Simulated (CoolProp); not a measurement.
50 sccm (0 °C, 1 atm) of nitrogen bubbles through liquid n-decane at 358.6 K and leaves saturated at a total pressure of 0.0659 MPa (ideal gas phase). Each further row changes one setting.

Values from CoolProp's reference Helmholtz-energy equation of state, Lemmon 2006. It is a short technical equation, of lower accuracy than the large ones.

```
case                      vapour pressure (kPa)  mole fraction of vapour  delivery (mg/min)  delivery (sccm)  change of delivery for a bath 1 K warmer (%)
------------------------  ---------------------  -----------------------  -----------------  ---------------  --------------------------------------------
as stated                                  5.20               (withheld)               27.2             4.29                                    (withheld)
bath temperature 363.6 K                   6.46               (withheld)         (withheld)             5.43                                           4.8
total pressure 0.132 MPa                   5.20                   0.0394               13.0             2.05                                           4.7
```

Problem. Fill in the missing entries.

Solution. 
- as stated, mole fraction of vapour: 0.0790
- as stated, change of delivery for a bath 1 K warmer (%): 4.9
- bath temperature 363.6 K, mole fraction of vapour: 0.0980
- bath temperature 363.6 K, delivery (mg/min): 34.5
